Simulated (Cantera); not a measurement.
Charge: 1 mol Si, 0.6 mol Cl2, 6.6 mol H2, equilibrated at 360000 Pa.

Method: chemical equilibrium by Gibbs-energy minimisation in Cantera with the NASA 1993 tables (ideal gas, pure condensed phases). Candidate condensed phases: Si; 19 gas species. Equilibrium is a limit: real reactors are often held back by kinetics, nucleation or transport.

Over these rows the condensed part is Si(s). Partial pressures as log10 of bar:

```csv
T (K),1000/T (1/K),log p SiCl2,log p H2,log p SiHCl3,log p SiCl4
798,1.2531,-5.75,0.53,-1.01,-1.10
898,1.1136,-4.59,0.53,-1.03,-1.10
998,1.0020,-3.67,0.53,-1.05,-1.10
1098,0.9107,?,0.53,-1.08,-1.12
1198,0.8347,-2.34,0.53,-1.12,-1.17
1298,0.7704,-1.86,0.52,-1.20,-1.26
```

Task: Fit log p(SiCl2) = a + b·(1000/T) to the five rows, give the apparent enthalpy, and predict the row at 1098 K.

Result: Means: 1000/T = 0.9948, log p = -3.642. Sxy = -1.265651, Sxx = 0.1568715, so b = -8.07 and a = -3.642 − (-8.07)×0.9948 = 4.39.
Apparent enthalpy: −19.145 × (-8.07) = 155 kJ/mol. With the condensed phases at unit activity, 1/2 Si(s) + 1/2 SiCl4(g) = SiCl2(g) links this pressure to the main gases: over the six rows their terms move log p by -0.08 in all, so the slope is close to that reaction's ΔH°. The five rows lie within 0.03 of the line.
Prediction at 1098 K: 4.39 + (-8.07)×0.9107 = -2.96. The computed value is -2.93, 0.03 from the line.
